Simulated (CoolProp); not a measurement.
Saturated liquid density (kg/m³) of ammonia: the reference equation beside estimates from Tc = 405.6 K, pc = 113.6 bar, ω = 0.256.

Model: reference Helmholtz-energy equation of state, Gao 2020, in CoolProp.

```json
[
 {"T (K)": "269.2", "reference": "644.0", "van der Waals": "337.6", "Redlich-Kwong": "492.6", "Soave-Redlich-Kwong": "510.9", "Peng-Robinson": "577.8"},
 {"T (K)": "285.4", "reference": "621.6", "van der Waals": "326.5", "Redlich-Kwong": "473.0", "Soave-Redlich-Kwong": "492.4", "Peng-Robinson": "557.6"},
 {"T (K)": "301.6", "reference": "597.7", "van der Waals": "314.6", "Redlich-Kwong": "451.7", "Soave-Redlich-Kwong": "472.0", "Peng-Robinson": "535.0"},
 {"T (K)": "317.9", "reference": "571.8", "van der Waals": "301.4", "Redlich-Kwong": "428.1", "Soave-Redlich-Kwong": "448.8", "Peng-Robinson": "509.2"},
 {"T (K)": "334.1", "reference": "543.6", "van der Waals": "287.0", "Redlich-Kwong": "402.1", "Soave-Redlich-Kwong": "422.7", "Peng-Robinson": "479.8"},
 {"T (K)": "350.3", "reference": "511.8", "van der Waals": "270.7", "Redlich-Kwong": "372.8", "Soave-Redlich-Kwong": "392.4", "Peng-Robinson": "445.3"},
 {"T (K)": "366.5", "reference": "474.5", "van der Waals": "251.7", "Redlich-Kwong": "338.8", "Soave-Redlich-Kwong": "356.5", "Peng-Robinson": "403.7"},
 {"T (K)": "382.7", "reference": "427.3", "van der Waals": "228.2", "Redlich-Kwong": "297.1", "Soave-Redlich-Kwong": "311.5", "Peng-Robinson": "350.9"},
 {"T (K)": "398.9", "reference": "352.1", "van der Waals": "193.1", "Redlich-Kwong": "237.0", "Soave-Redlich-Kwong": "244.8", "Peng-Robinson": "272.1"}
]
```

Absolute difference from the reference over all 9 rows, mean and median: van der Waals 47.0 and 47.2 %, Redlich-Kwong 26.9 and 26.0 %, Soave-Redlich-Kwong 23.6 and 22.2 %, Peng-Robinson 13.6 and 11.7 %.
